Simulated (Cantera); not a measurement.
**CH₃F + F₂ (fluorocarbon and chlorocarbon gases)**

Charge: 1 mol CH₃F, 0.074 mol F₂, held at 2475 K.

Method: chemical equilibrium by Gibbs-energy minimisation in Cantera with the NASA 1993 tables (ideal gas, pure condensed phases). Candidate condensed phases: C, C₆H₆, C₇H₈, C₈H₁₈; 95 gas species. Equilibrium is a limit: real reactors are often held back by kinetics, nucleation or transport.

```json
[
 {"P (Pa)": "1", "log p H": "-5.22", "log p HF": "-5.53", "log p H₂": "-7.15", "log p F": "-6.31", "log p C₃": "-6.47", "log p C": "-6.93", "n C(graphite)": "0.598"},
 {"P (Pa)": "4.20", "log p H": "-4.62", "log p HF": "-4.81", "log p H₂": "-5.94", "log p F": "-6.20", "log p C₃": "-6.47", "log p C": "-6.93", "n C(graphite)": "0.910"},
 {"P (Pa)": "18", "log p H": "-4.05", "log p HF": "-4.13", "log p H₂": "-4.80", "log p F": "-6.09", "log p C₃": "-6.47", "log p C": "-6.93", "n C(graphite)": "0.975"},
 {"P (Pa)": "75", "log p H": "-3.57", "log p HF": "-3.47", "log p H₂": "-3.85", "log p F": "-5.90", "log p C₃": "-6.47", "log p C": "-6.93", "n C(graphite)": "0.985"},
 {"P (Pa)": "320", "log p H": "-3.16", "log p HF": "-2.80", "log p H₂": "-3.03", "log p F": "-5.64", "log p C₃": "-6.47", "log p C": "-6.93", "n C(graphite)": "0.985"},
 {"P (Pa)": "1300", "log p H": "-2.81", "log p HF": "-2.17", "log p H₂": "-2.33", "log p F": "-5.36", "log p C₃": "-6.47", "log p C": "-6.93", "n C(graphite)": "0.984"},
 {"P (Pa)": "5600", "log p H": "-2.47", "log p HF": "-1.52", "log p H₂": "-1.65", "log p F": "-5.05", "log p C₃": "-6.47", "log p C": "-6.93", "n C(graphite)": "0.983"},
 {"P (Pa)": "24000", "log p H": "-2.15", "log p HF": "-0.88", "log p H₂": "-1.00", "log p F": "-4.74", "log p C₃": "-6.47", "log p C": "-6.93", "n C(graphite)": "0.982"},
 {"P (Pa)": "100000", "log p H": "-1.83", "log p HF": "-0.26", "log p H₂": "-0.37", "log p F": "-4.43", "log p C₃": "-6.47", "log p C": "-6.93", "n C(graphite)": "0.982"}
]
```
log p: log10 of the partial pressure in bar; n: condensed amount in mol.

From 1.00 Pa to 100000 Pa the condensed part is C(graphite). The main C-bearing gas is C₃ at 1.00 Pa and C₂H₂ (acetylene) at 100000 Pa.
